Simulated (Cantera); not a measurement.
Feed: 1 mol Fe(CO)5, 0.21 mol CO, a varied amount of N2, at 1523 K and 578 Torr.

Method: chemical equilibrium by Gibbs-energy minimisation in Cantera with the NASA 1993 tables (ideal gas, pure condensed phases). Candidate condensed phases: C, Fe, Fe(CO)5, FeO, Fe2O3, Fe3O4; 27 gas species. Iron dissolves carbon and melts from about 1420 K in contact with it, which pure phases cannot show. Condensed phases not in the tables: cementite and carbon dissolved in iron. Kinetics and transport are ignored.

x: gas mole fraction; n: condensed amount in mol.

```json
[
 {"n(N2) (mol)": "0.61", "x N2": "0.105", "x CO": "0.895", "x CO2": "0.000335", "x Fe": "3.15e-7", "x C2N2": "?", "n C(graphite)": "0.00195", "n Fe(γ)": "1.000"},
 {"n(N2) (mol)": "1.1", "x N2": "0.174", "x CO": "0.825", "x CO2": "0.000285", "x Fe": "3.15e-7", "x C2N2": "?", "n C(graphite)": "0.00180", "n Fe(γ)": "1.000"},
 {"n(N2) (mol)": "2.1", "x N2": "0.287", "x CO": "0.712", "x CO2": "0.000212", "x Fe": "3.15e-7", "x C2N2": "?", "n C(graphite)": "0.00155", "n Fe(γ)": "1.000"},
 {"n(N2) (mol)": "3.9", "x N2": "0.428", "x CO": "0.572", "x CO2": "0.000137", "x Fe": "3.15e-7", "x C2N2": "?", "n C(graphite)": "0.00125", "n Fe(γ)": "1.000"},
 {"n(N2) (mol)": "7.2", "x N2": "0.580", "x CO": "0.420", "x CO2": "7.37e-5", "x Fe": "3.15e-7", "x C2N2": "?", "n C(graphite)": "0.000915", "n Fe(γ)": "1.000"},
 {"n(N2) (mol)": "13", "x N2": "0.714", "x CO": "0.286", "x CO2": "3.42e-5", "x Fe": "3.15e-7", "x C2N2": "?", "n C(graphite)": "0.000623", "n Fe(γ)": "1.000"},
 {"n(N2) (mol)": "25", "x N2": "0.828", "x CO": "0.172", "x CO2": "1.24e-5", "x Fe": "3.15e-7", "x C2N2": "?", "n C(graphite)": "0", "n Fe(γ)": "1.000"},
 {"n(N2) (mol)": "45", "x N2": "0.896", "x CO": "0.104", "x CO2": "4.50e-6", "x Fe": "3.15e-7", "x C2N2": "4.53e-9", "n C(graphite)": "0", "n Fe(γ)": "1.000"},
 {"n(N2) (mol)": "84", "x N2": "0.942", "x CO": "0.0584", "x CO2": "1.43e-6", "x Fe": "3.15e-7", "x C2N2": "4.76e-9", "n C(graphite)": "0", "n Fe(γ)": "1.000"}
]
```

### Question
What belongs in the gaps?

### Answer

- 0.61, x C2N2: 5.30e-10
- 1.1, x C2N2: 8.82e-10
- 2.1, x C2N2: 1.45e-9
- 3.9, x C2N2: 2.17e-9
- 7.2, x C2N2: 2.94e-9
- 13, x C2N2: 3.61e-9
- 25, x C2N2: 4.19e-9
